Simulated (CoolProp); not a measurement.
Properties of CH3F (R41) along the isobar 0.101 MPa (Tc = 317.3 K, pc = 5.906 MPa, ω = 0.200).

Computed with CoolProp (reference Helmholtz-energy equation of state, Lemmon 2006). It is a short technical equation, of lower accuracy than the large ones.

```tsv
T (K)	phase	density (kg/m³)	Joule-Thomson coefficient (K/MPa)	isothermal compressibility (1/MPa)
239.9	gas	1.755	…	10.08
245.5	gas	1.712	33.22	10.07
251.2	gas	1.671	…	10.05
256.8	gas	1.633	…	10.04
262.5	gas	1.595	…	10.03
268.2	gas	1.560	…	10.02
273.8	gas	1.527	23.34	10.01
279.5	gas	1.495	…	10.01
285.2	gas	1.464	20.59	9.998
290.8	gas	1.435	19.42	9.992
296.5	gas	1.406	18.33	9.986
302.1	gas	1.379	17.35	9.981
307.8	gas	1.353	16.43	9.976
313.5	gas	1.328	…	9.971
319.1	gas	1.304	14.81	9.967
```

Task: Fill in the missing entries.

Result: 
- 239.9, Joule-Thomson coefficient (K/MPa): 35.94
- 251.2, Joule-Thomson coefficient (K/MPa): 30.76
- 256.8, Joule-Thomson coefficient (K/MPa): 28.61
- 262.5, Joule-Thomson coefficient (K/MPa): 26.65
- 268.2, Joule-Thomson coefficient (K/MPa): 24.89
- 279.5, Joule-Thomson coefficient (K/MPa): 21.90
- 313.5, Joule-Thomson coefficient (K/MPa): 15.58
